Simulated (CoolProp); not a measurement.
The fluid at 298.15 K and 0.483 MPa (stagnation) flows isentropically through a choked orifice. The same conditions are run with several fluids, on thermodynamics alone (safety and materials aside).

Computed with CoolProp (reference Helmholtz-energy equation of state of each fluid (CH2F2 (R32): Tillner-Roth 1997; oxygen: Schmidt 1985; methane: Setzmann 1991; ethane: Bücker 2006)).

**Question.** Rank CH2F2 (R32), oxygen, methane, ethane by throat to inlet pressure ratio, highest first.

**Answer.** ethane (0.566), CH2F2 (R32) (0.556), methane (0.542), oxygen (0.528)

| fluid | mass flux (kg/(m² s)) | throat temperature (K) |
|---|---|---|
| CH2F2 (R32) | 1500 | 264.6 |
| oxygen | 1190 | 248.6 |
| methane | 826 | 257.5 |
| ethane | 1110 | 270.7 |
